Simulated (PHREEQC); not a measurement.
2.6 g of hydrous ferric oxide (600 m²/g; 0.2 weak and 0.005 strong sites per Fe, Dzombak-Morel constants, diffuse double layer) in 1 kg of water with 0.005 mol/kgw of an inert sodium salt and 0.15 mmol/kgw NaH2PO4, 0.097 mmol/kgw MgCl2 and 4.8 mmol/kgw NiCl2, at 25 °C; the pH is set by adding NaOH or the inert anion's acid. O2 is buffered at 0.21 atm. The system is closed to CO2. Precipitation was switched off in this run.

The series has 17 steps of pH, from 4 to 12.

Computed with PHREEQC (ion-association model, wateq4f.dat).

### Question
Near which pH is half of the P sorbed, and on which side is more sorbed?

### Answer
Near pH 11.2, with more sorbed at lower pH.

### Question
Near which pH is half of the Mg sorbed, and on which side is more sorbed?

### Answer
Near pH 10.5, with more sorbed at higher pH.

### Question
Near which pH is half of the Ni sorbed, and on which side is more sorbed?

### Answer
Near pH 7.1, with more sorbed at higher pH.

Along this series the solution becomes supersaturated in solids that the run did not let form, among them Ni(OH)2, Ni3(PO4)2. H3PO4, which wateq4f.dat lacks, is added to it with the constant of phreeqc.dat. The database has no phosphate complexes of Ni.
